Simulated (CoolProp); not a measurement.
The fluid at 293.15 K and 0.154 MPa flows at 7.3 m/s in a round tube of 2 mm bore and 15 µm roughness, fully developed (64/Re and Nu = 3.66 if laminar; Colebrook and Gnielinski if turbulent). The same conditions are run with several fluids, on thermodynamics alone (safety and materials aside).

Model: reference Helmholtz-energy equation of state of each fluid (isobutane: Bücker 2006; R143a: Lemmon and Jacobsen 2000; R134a: Tillner-Roth 1994; R13: Platzer 1990; propane: Lemmon 2009), in CoolProp. The equations of Platzer and Polt are older, rougher fits.

| fluid | Reynolds number | Darcy friction factor | pressure drop (Pa/m) | heat-transfer coefficient (W/(m² K)) | mass flow (kg/h) |
|---|---|---|---|---|---|
| isobutane | 7610 | 0.0420 | 2150 | 255 | ___ |
| R143a | ___ | 0.0423 | 3080 | ___ | ___ |
| R134a | 8390 | 0.0414 | 3680 | 224 | 0.551 |
| R13 | 6920 | 0.0426 | 3800 | 170 | 0.553 |
| propane | ___ | 0.0447 | 1700 | ___ | 0.236 |

**Question.** Complete the blanks.

**Answer.** 
- isobutane, mass flow (kg/h): 0.317
- R143a, Reynolds number: 7290
- R143a, heat-transfer coefficient (W/(m² K)): 211
- R143a, mass flow (kg/h): 0.451
- propane, Reynolds number: 5220
- propane, heat-transfer coefficient (W/(m² K)): 189

Transport values come from each fluid's own correlations; those of R143a, R134a, R13 are estimates that may be off by 10 % or more.
